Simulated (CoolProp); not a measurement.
A single-stage vapour-compression cycle with ammonia: evaporating at 211.15 K (dew point), condensing at 272.15 K (bubble point), superheat 10 K, subcooling 0 K, compressor efficiency 0.6, no pressure losses. Each further row changes one setting.

The numbers come from the reference Helmholtz-energy equation of state, Gao 2020 in CoolProp.

| case | cooling COP | pressure ratio | discharge temperature (K) | refrigerating effect (kJ/kg) | volumetric capacity (kJ/m³) |
|---|---|---|---|---|---|
| as stated | 1.49 | 21.6 | 574.6 | 1200 | 214 |
| evaporating temperature 216.15 K | 1.72 | 15.6 | 539.0 | 1210 | 292 |
| condensing temperature 267.15 K | 1.66 | 17.8 | 548.1 | 1220 | 218 |
| subcooling 5 K | 1.52 | 21.6 | 574.6 | 1220 | 218 |
| superheat 20 K | 1.45 | 21.6 | 595.7 | 1220 | 208 |
| compressor efficiency 0.5 | 1.24 | 21.6 | 634.8 | 1200 | 214 |
